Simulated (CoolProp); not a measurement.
Values from CoolProp's reference Helmholtz-energy equation of state, Thol 2017.

Task: For octamethyltrisiloxane (MDM), give the phase and the Z, cv (kJ/(kg K)), speed of sound (m/s), Joule-Thomson coefficient (K/MPa) at 433.6 K and 3.34 bar.

Result: 
- 433.6 K and 3.34 bar: liquid; Z 0.0329, cv 1.81, speed of sound 484, Joule-Thomson coefficient -0.111
